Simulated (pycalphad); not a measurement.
Phase fractions of Ti-19.93C (at.%)

Computed with pycalphad from the COST 507 light-alloy database (1999), at 1 atm. These are 1990s assessments: newer ones move some temperatures and phases. Phase fractions are per mole of atoms. Diffusion is slow at the low end, where real alloys seldom reach equilibrium.

```tsv
T (°C)	liquid	fcc	bcc	hcp
2727	1.000	-	-	-
2627	0.971	0.029	-	-
2527	0.832	0.168	-	-
2427	0.728	0.272	-	-
2327	0.648	0.352	-	-
2227	0.585	0.415	-	-
2127	0.534	0.466	-	-
2027	0.493	0.507	-	-
1927	0.461	0.539	-	-
1827	0.435	0.565	-	-
1727	0.415	0.585	-	-
1627	-	…	…	-
1527	-	0.596	0.404	-
1427	-	0.591	0.409	-
1327	-	0.586	0.414	-
1227	-	0.583	0.417	-
1127	-	0.579	0.421	-
1027	-	…	…	-
927	-	0.574	0.426	-
827	-	0.556	-	0.444
727	-	0.555	-	0.445
627	-	0.553	-	0.447
527	-	0.551	-	0.449
427	-	0.547	-	0.453
327	-	0.544	-	0.456
227	-	0.540	-	0.460
```

Problem. What belongs in the gaps?

Solution. 
- 1627, fcc: 0.602
- 1627, bcc: 0.398
- 1027, fcc: 0.576
- 1027, bcc: 0.424

The fcc model also describes the rock-salt carbide or nitride (TiC, TiN, HfC).
